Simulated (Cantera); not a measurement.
# Gas activation for diamond growth

An isothermal, constant-pressure homogeneous reactor starts with 2.34 % CH₄, 97.6 % H₂, 0.0693 % N₂, at 2175 K and 0.0170 bar.

Computed with Cantera and GRI-Mech 3.0 (53 species, 325 reactions). GRI-Mech 3.0 stops at C3 and has no aromatics, soot or wall deposition, so with more carbon than oxygen in the feed, carbon stays in small species such as C2H2 where larger ones or solid carbon would form. Radical loss at walls, strong at low pressure, is not modelled.

```json
[
 {"t (s)": "0.000400", "x CH₄": "0.0229", "x H₂": "0.975", "x H": "0.00103", "x CH₃": "0.000474", "x C₂H₆": "8.59e-8", "x C₂H": "1.70e-11", "x C₂H₄": "2.12e-6"},
 {"t (s)": "0.00123", "x CH₄": "0.0219", "x H₂": "0.973", "x H": "0.00314", "x CH₃": "0.00136", "x C₂H₆": "5.64e-7", "x C₂H": "4.13e-9", "x C₂H₄": "2.89e-5"},
 {"t (s)": "0.00378", "x CH₄": "0.0176", "x H₂": "0.969", "x H": "0.00844", "x CH₃": "0.00292", "x C₂H₆": "1.48e-6", "x C₂H": "3.51e-7", "x C₂H₄": "9.21e-5"},
 {"t (s)": "0.0116", "x CH₄": "0.00703", "x H₂": "0.970", "x H": "0.0137", "x CH₃": "0.00190", "x C₂H₆": "4.07e-7", "x C₂H": "3.16e-6", "x C₂H₄": "3.23e-5"},
 {"t (s)": "0.0357", "x CH₄": "0.00133", "x H₂": "0.969", "x H": "0.0183", "x CH₃": "0.000481", "x C₂H₆": "1.91e-8", "x C₂H": "6.36e-6", "x C₂H₄": "2.82e-6"},
 {"t (s)": "0.110", "x CH₄": "0.000211", "x H₂": "0.964", "x H": "0.0234", "x CH₃": "9.81e-5", "x C₂H₆": "6.00e-10", "x C₂H": "8.70e-6", "x C₂H₄": "8.15e-7"},
 {"t (s)": "0.337", "x CH₄": "3.64e-5", "x H₂": "0.959", "x H": "0.0295", "x CH₃": "2.14e-5", "x C₂H₆": "2.18e-11", "x C₂H": "1.11e-5", "x C₂H₄": "6.09e-7"},
 {"t (s)": "1.03", "x CH₄": "1.12e-5", "x H₂": "0.953", "x H": "0.0354", "x CH₃": "7.97e-6", "x C₂H₆": "2.58e-12", "x C₂H": "1.34e-5", "x C₂H₄": "5.13e-7"},
 {"t (s)": "3.18", "x CH₄": "9.71e-6", "x H₂": "0.951", "x H": "0.0368", "x CH₃": "7.18e-6", "x C₂H₆": "2.03e-12", "x C₂H": "1.40e-5", "x C₂H₄": "4.95e-7"},
 {"t (s)": "9.76", "x CH₄": "9.70e-6", "x H₂": "0.951", "x H": "0.0368", "x CH₃": "7.18e-6", "x C₂H₆": "2.03e-12", "x C₂H": "1.40e-5", "x C₂H₄": "4.95e-7"},
 {"t (s)": "30.0", "x CH₄": "9.70e-6", "x H₂": "0.951", "x H": "0.0368", "x CH₃": "7.18e-6", "x C₂H₆": "2.03e-12", "x C₂H": "1.40e-5", "x C₂H₄": "4.95e-7"}
]
```
x: mole fraction; the columns are a selection and need not sum to one.

Equilibrium at this temperature and pressure: CH₄ 9.56e-6, H₂ 0.951, H 0.0368, CH₃ 7.07e-6, C₂H₆ 1.97e-12, C₂H 1.33e-5, C₂H₄ 4.73e-7 (gas phase only).
